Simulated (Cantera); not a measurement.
**Thermodynamics of chlorosilane synthesis and conversion, feed SiCl4 + Cl2 + H2**

Charge: 1 mol SiCl4, 1.9 mol Cl2, 9 mol H2, at 713 Torr.

Cantera equilibrium calculation (NASA polynomials, part measured and part estimated; ideal gas, pure solids and liquids). Candidate condensed phases: Si; 19 gas species. The tables' values for SiCl3 are old estimates; treat these amounts as uncertain. Rates play no part.

From 750 °C to 1150 °C nothing is condensed. The main Si-bearing gas is SiCl4 throughout.

```json
[
 {"T (°C)": "750", "x H2": "0.595", "x HCl": "0.321", "x SiCl4": "0.0827", "x SiCl3": "4.01e-5", "x SiHCl3": "0.00130", "x SiCl2": "4.11e-7"},
 {"T (°C)": "800", "x H2": "0.595", "x HCl": "0.321", "x SiCl4": "0.0821", "x SiCl3": "0.000103", "x SiHCl3": "0.00186", "x SiCl2": "2.08e-6"},
 {"T (°C)": "850", "x H2": "0.594", "x HCl": "0.322", "x SiCl4": "0.0812", "x SiCl3": "0.000242", "x SiHCl3": "0.00257", "x SiCl2": "8.99e-6"},
 {"T (°C)": "900", "x H2": "0.593", "x HCl": "0.323", "x SiCl4": "0.0800", "x SiCl3": "0.000525", "x SiHCl3": "0.00342", "x SiCl2": "3.40e-5"},
 {"T (°C)": "950", "x H2": "0.591", "x HCl": "0.325", "x SiCl4": "0.0784", "x SiCl3": "0.00106", "x SiHCl3": "0.00440", "x SiCl2": "0.000114"},
 {"T (°C)": "1000", "x H2": "0.589", "x HCl": "0.327", "x SiCl4": "0.0761", "x SiCl3": "0.00198", "x SiHCl3": "0.00547", "x SiCl2": "0.000338"},
 {"T (°C)": "1050", "x H2": "0.586", "x HCl": "0.330", "x SiCl4": "0.0728", "x SiCl3": "0.00347", "x SiHCl3": "0.00655", "x SiCl2": "0.000903"},
 {"T (°C)": "1100", "x H2": "0.581", "x HCl": "0.335", "x SiCl4": "0.0682", "x SiCl3": "0.00564", "x SiHCl3": "0.00748", "x SiCl2": "0.00215"},
 {"T (°C)": "1150", "x H2": "0.574", "x HCl": "0.343", "x SiCl4": "0.0620", "x SiCl3": "0.00846", "x SiHCl3": "0.00807", "x SiCl2": "0.00457"}
]
```
x: gas mole fraction; nothing condenses.
